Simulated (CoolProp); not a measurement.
The numbers come from the reference Helmholtz-energy equation of state, Outcalt 1996 in CoolProp. It is a modified Benedict-Webb-Rubin equation, recast in Helmholtz form.

Question: Give the vapour pressure (MPa), enthalpy of vaporisation (kJ/kg), surface tension (mN/m) of saturated R152A at 187.2, 292.2, 303.9 K.

Answer: 
```
T (K)  p (MPa)  enthalpy of vaporisation (kJ/kg)  surface tension (mN/m)
-----  -------  --------------------------------  ----------------------
187.2  0.00219                               380                    26.0
292.2    0.498                               286                    10.5
303.9    0.705                               272                    8.95
```

Surface tension comes from a separate correlation (Mulero 2012).
